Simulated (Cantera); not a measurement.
# Equilibrium for halide evaporation, hydrolysis and transport: BaF2 + HF + N2

Feed: 1 mol BaF2, 0.12 mol HF, a varied amount of N2, held at 1427 °C and 0.0360 Torr.

Method: chemical equilibrium by Gibbs-energy minimisation in Cantera with the NASA 1993 tables (ideal gas, pure condensed phases). Candidate condensed phases: Ba, BaF2; 24 gas species. Equilibrium is a limit: real reactors are often held back by kinetics, nucleation or transport.

```tsv
n(N2) (mol)	x N2	x BaF2	x HF	x F
0.23	0.170	0.740	0.0888	0.000183
0.39	0.258	0.662	0.0794	0.000173
0.67	0.374	0.558	0.0670	0.000159
1.1	0.495	0.450	0.0540	0.000143
1.9	0.629	0.331	0.0397	0.000122
3.3	0.747	0.226	0.0271	0.000101
5.6	0.833	0.149	0.0178	8.18e-5
9.5	0.894	0.0941	0.0113	6.51e-5
16	0.935	0.0584	0.00700	5.12e-5
27	0.960	0.0355	0.00426	4.00e-5
47	0.977	0.0208	0.00249	3.05e-5
```
x: gas mole fraction; nothing condenses.

From 0.23 mol N2 to 47 mol N2 nothing is condensed. The main Ba-bearing gas is BaF2 throughout.
